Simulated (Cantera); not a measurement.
An isothermal, constant-pressure homogeneous reactor starts with CO : O2 : H2O : N2 = 0.0073 : 0.013 : 0.085 : 1 (molar parts), at 1150 K and 160000 Pa.

Computed with Cantera and GRI-Mech 3.0 (53 species, 325 reactions).

x: mole fraction; the columns are a selection and need not sum to one.

| t (s) | x CO | x O2 | x H2O | x HO2 | x CO2 |
|---|---|---|---|---|---|
| 0.000700 | 0.00660 | 0.0118 | 0.0769 | 1.64e-8 | 5.42e-8 |
| 0.00141 | 0.00660 | 0.0118 | 0.0769 | 5.16e-7 | 1.76e-6 |
| 0.00282 | 0.00622 | 0.0116 | 0.0768 | … | … |
| 0.00566 | 0.00348 | 0.0103 | 0.0768 | 7.77e-6 | 0.00314 |
| 0.0114 | … | 0.00923 | 0.0770 | … | … |
| 0.0228 | 0.000537 | 0.00877 | 0.0771 | 2.61e-6 | 0.00609 |
| 0.0458 | 0.000187 | 0.00858 | 0.0771 | 1.11e-6 | 0.00644 |
| 0.0920 | 5.58e-5 | 0.00852 | 0.0771 | 3.68e-7 | 0.00657 |
| 0.185 | 1.25e-5 | 0.00849 | 0.0772 | 8.75e-8 | 0.00661 |
| 0.371 | 1.90e-6 | 0.00849 | 0.0772 | 1.47e-8 | 0.00662 |
| 0.744 | 1.85e-7 | 0.00849 | 0.0772 | 2.28e-9 | 0.00663 |
| 1.49 | 9.82e-9 | 0.00849 | 0.0772 | 8.05e-10 | 0.00663 |
| 3.00 | 4.58e-10 | 0.00849 | 0.0772 | 6.77e-10 | 0.00663 |

What belongs in the gaps?


- 0.00282, x HO2: 8.78e-6
- 0.00282, x CO2: 0.000382
- 0.0114, x CO: 0.00143
- 0.0114, x HO2: 4.97e-6
- 0.0114, x CO2: 0.00519
